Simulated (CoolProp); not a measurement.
A simple Rankine cycle with R245ca: condensing at 312.15 K, boiler at 2.87 MPa, turbine inlet 434.4 K, turbine efficiency 0.75, pump efficiency 0.7, no recuperator. Each further row changes one setting.

Model: reference Helmholtz-energy equation of state, Zhou 2016, in CoolProp.

| case | thermal efficiency (%) | net work (kJ/kg) | heat in (kJ/kg) | turbine exit temperature (K) | volume ratio over the turbine |
|---|---|---|---|---|---|
| as stated | 14.1 | 39.7 | 281 | 358.0 | 22.9 |
| condensing temperature 304.15 K | 15.1 | 44.1 | 293 | 353.1 | 30.2 |
| boiler pressure 2.01 MPa | 13.0 | 39.1 | 301 | 377.2 | 13.3 |
| turbine efficiency 0.65 | 12.1 | 34.0 | 281 | 363.5 | 23.3 |
